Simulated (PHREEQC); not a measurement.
Make-up at 85 °C: 0.038 mmol/kgw KH2PO4, 0.42 mmol/kgw Na2B4O7 and 1.4 mmol/kgw NaCl. Closed to the air; pH follows from the charge balance.

Model: ion-association model, phreeqc.dat, run in PHREEQC.

```
Property                   Result
----------------  ---------------
pH                           8.63
ionic strength    0.00231 mol/kgw
total alkalinity     0.840 meq/kg
```

| species | molality | activity | log γ |
|---|---|---|---|
| Na+ | 0.00224 | 0.00211 | -0.026 |
| Cl- | 0.00140 | 0.00132 | -0.026 |
| H3BO3 | 0.00102 | 0.00102 | 0.000 |
| H2BO3- | 0.000659 | 0.000620 | -0.026 |
| OH- | 0.000144 | 0.000136 | -0.026 |
| K+ | 3.80e-5 | 3.58e-5 | -0.026 |

Precipitation was switched off in this run. Complexes and solids missing from the database can't appear. Constants without temperature data keep their 25 °C values here.
